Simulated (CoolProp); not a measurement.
A Linde-Hampson liquefier for methane: isothermal reversible compression at 280 K from 1 atm to 5 MPa, throttling to 1 atm, return gas leaving the recuperator 0 K below the feed. Each further row changes one setting.

The numbers come from the reference Helmholtz-energy equation of state, Setzmann 1991 in CoolProp.

```csv
case,liquid yield per pass,compression work (kJ/kg of gas)
as stated,0.065,551
as stated,0.065,551
high pressure 10 MPa,0.134,636
warm-end temperature 310 K,0.049,615
warm-end gap 5 K,0.053,551
high pressure 10 MPa,0.134,636
warm-end temperature 310 K,0.049,615
warm-end gap 5 K,0.053,551
```
